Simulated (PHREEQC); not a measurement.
Solution (25 °C): 62 mmol/kgw CuSO4, 0.03 mmol/kgw H3AsO4, 0.63 mmol/kgw HCl and 0.052 mmol/kgw NaCl. Closed to the air; pH follows from the charge balance.

Equilibrium calculation in PHREEQC: ion-association model, wateq4f.dat.

```tsv
quantity	before	after
pH	3.61	4.09
ionic strength (mol/kgw)	0.136	0.0339
H3AsO4 (mol/kgw)	1.05e-6	7.97e-8
HAsO4-2 (mol/kgw)	1.82e-8	8.45e-9
SI of Halite (NaCl)	-9.32	-10.59
```

Problem. Name the change that produced these shifts.
(A) 0.014 mol/kgw CaSO4 added
(B) CuSO4 left out
(C) HCl left out
(D) diluted 5-fold with water
(E) temperature from 25 to 40 °C

Solution. D, diluted 5-fold with water

Precipitation was switched off in this run. The database has no arsenate complexes of Cu.
